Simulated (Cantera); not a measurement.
Cantera run:

```python
import numpy as np
import cantera as ct

gas_names = [...]  # 127 gases of nasa_gas.yaml made of C, Fe, H, O, S
cond_names = """
    C(gr) C6H6(L) C7H8(L) C8H18(L),n-octa Fe(a) Fe(c) Fe(d) Fe(L) FeC5O5(L) FeO(s) FeO(L) Fe(OH)2(s)
    Fe(OH)3(s) FeS(a) FeS(b) FeS(c) FeS(L) FeSO4(s) FeS2(s) Fe2O3(s) Fe2S3O12(s) Fe3O4(s) H2O(s) H2O(L)
    H2SO4(L) S(cr1) S(cr2) S(L)
""".split()


# ... load() reads the species with a 1 bar reference pressure and builds the phases ...
atoms = {
    'Fe': {'Fe': 1},
    'H2S': {'H': 2, 'S': 1},
    'CO': {'C': 1, 'O': 1},
}
top_T = {'C(gr)': 4500, 'FeSO4(s)': 950, 'FeS2(s)': 1010, 'Fe2O3(s)': 1830, 'Fe2S3O12(s)': 1100, 'Fe3O4(s)': 1870}  # K; cautious upper limits of use, not melting points


# ... equilibrate(T, P, feed) seeds the gas with the atoms and calls Mixture.equilibrate('TP', solver="vcs", rtol=1e-11, max_steps=5000) ...
results = []
feed = {'Fe': 1, 'H2S': 0.0038, 'CO': 38}  # mol
P = 13332.2  # Pa
for T in [1175, 1275, 1375, 1475, 1575, 1675, 1775]:
    mix = equilibrate(T, P, feed)
    results.append((T, P, feed, dict(zip(mix.species_names, mix.species_moles))))

top = {s: max(r[3][s] / sum(r[3][g] for g in gas_names) for r in results) for s in gas_names}
cols = sorted((s for s in top if top[s] > 1e-05), key=lambda s: -top[s])[:6]
seen = [c for c in cond_names if any(r[3].get(c, 0) > 1e-12 for r in results)]
print("log10 of partial pressures in bar; condensed amounts in mol")
print(f"{'T/K':>10s}" + "".join(f"{s[:9]:>10s}" for s in cols + seen))
for T, P, feed, n in results:
    ng = sum(n[g] for g in gas_names)
    print(f"{T:10.4g}" + "".join(f"{np.log10(max(n[s] / ng * P / 1e5, 1e-99)):10.3f}" for s in cols)
          + "".join(f"{n.get(c, 0):10.4g}" for c in seen))
```

It prints:

```
log10 of partial pressures in bar; condensed amounts in mol
       T/K        CO       CO2        Fe        H2       COS        CS     C(gr)     Fe(a)     Fe(c)     Fe(d)
      1175    -0.877    -3.321   -10.677    -4.877    -4.882    -8.796    0.1357         1         0         0
      1275    -0.876    -3.905    -9.277    -4.877    -4.900    -7.759   0.03532         0         1         0
      1375    -0.875    -4.403    -8.086    -4.877    -4.945    -6.905   0.01101         0         1         0
      1475    -0.875    -4.831    -7.059    -4.877    -5.030    -6.215  0.003637         0         1         0
      1575    -0.875    -5.202    -6.165    -4.879    -5.164    -5.675 0.0006857         0    0.9998         0
      1675    -0.875    -5.286    -5.382    -4.884    -5.260    -5.420         0         0         0    0.9988
      1775    -0.875    -5.238    -4.691    -4.895    -5.336    -5.308         0         0         0    0.9942
```

These are equilibrium values from Cantera (NASA tables, ideal gas, pure condensed phases), not measurements of a reactor. Condensed phases not in the tables: cementite and carbon dissolved in iron.
